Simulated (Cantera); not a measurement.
# Hydrocarbon pyrolysis for carbon deposition

An isothermal, constant-pressure homogeneous reactor starts with 33.3 % C2H4, 66.7 % H2, at 1300 K and 0.000880 bar.

Model: GRI-Mech 3.0 (53 species, 325 reactions), integrated in Cantera. GRI-Mech 3.0 was tuned for natural gas; its chemistry of ethylene as a main component is partial and can be far from experiment. GRI-Mech 3.0 stops at C3 and has no aromatics, soot or wall deposition, so with more carbon than oxygen in the feed, carbon stays in small species such as C2H2 where larger ones or solid carbon would form. Radical loss at walls, strong at low pressure, is not modelled.

```json
[
 {"t (s)": "2.00e-5", "x C2H4": "0.333", "x H2": "0.667", "x H": "2.40e-12", "x CH4": "<1e-12", "x CH2": "<1e-12", "x C2H2": "2.54e-8"},
 {"t (s)": "5.52e-5", "x C2H4": "0.333", "x H2": "0.667", "x H": "6.50e-12", "x CH4": "<1e-12", "x CH2": "<1e-12", "x C2H2": "7.03e-8"},
 {"t (s)": "0.000153", "x C2H4": "0.333", "x H2": "0.667", "x H": "1.72e-11", "x CH4": "<1e-12", "x CH2": "<1e-12", "x C2H2": "1.94e-7"},
 {"t (s)": "0.000421", "x C2H4": "0.333", "x H2": "0.667", "x H": "4.43e-11", "x CH4": "<1e-12", "x CH2": "<1e-12", "x C2H2": "5.36e-7"},
 {"t (s)": "0.00116", "x C2H4": "0.333", "x H2": "0.667", "x H": "1.16e-10", "x CH4": "<1e-12", "x CH2": "<1e-12", "x C2H2": "1.48e-6"},
 {"t (s)": "0.00321", "x C2H4": "0.333", "x H2": "0.667", "x H": "3.28e-10", "x CH4": "<1e-12", "x CH2": "<1e-12", "x C2H2": "4.09e-6"},
 {"t (s)": "0.00887", "x C2H4": "0.333", "x H2": "0.667", "x H": "9.43e-10", "x CH4": "<1e-12", "x CH2": "<1e-12", "x C2H2": "1.13e-5"},
 {"t (s)": "0.0245", "x C2H4": "0.333", "x H2": "0.667", "x H": "2.65e-9", "x CH4": "1.23e-12", "x CH2": "<1e-12", "x C2H2": "3.12e-5"},
 {"t (s)": "0.0676", "x C2H4": "0.333", "x H2": "0.667", "x H": "7.39e-9", "x CH4": "1.26e-11", "x CH2": "<1e-12", "x C2H2": "8.62e-5"},
 {"t (s)": "0.187", "x C2H4": "0.333", "x H2": "0.667", "x H": "2.05e-8", "x CH4": "1.18e-10", "x CH2": "<1e-12", "x C2H2": "0.000239"},
 {"t (s)": "0.516", "x C2H4": "0.332", "x H2": "0.667", "x H": "5.71e-8", "x CH4": "1.20e-9", "x CH2": "<1e-12", "x C2H2": "0.000665"},
 {"t (s)": "1.42", "x C2H4": "0.331", "x H2": "0.667", "x H": "1.62e-7", "x CH4": "1.45e-8", "x CH2": "<1e-12", "x C2H2": "0.00188"},
 {"t (s)": "3.93", "x C2H4": "0.326", "x H2": "0.669", "x H": "4.68e-7", "x CH4": "2.05e-7", "x CH2": "2.74e-12", "x C2H2": "0.00553"},
 {"t (s)": "10.9", "x C2H4": "0.310", "x H2": "0.672", "x H": "1.12e-6", "x CH4": "2.56e-6", "x CH2": "6.23e-12", "x C2H2": "0.0175"},
 {"t (s)": "30.0", "x C2H4": "0.263", "x H2": "0.684", "x H": "1.58e-6", "x CH4": "1.60e-5", "x CH2": "7.31e-12", "x C2H2": "0.0525"}
]
```
x: mole fraction; the columns are a selection and need not sum to one.

Equilibrium at this temperature and pressure: C2H4 0.000465, H2 0.748, H 3.25e-5, CH4 0.00291, CH2 6.58e-11, C2H2 0.249 (gas phase only).
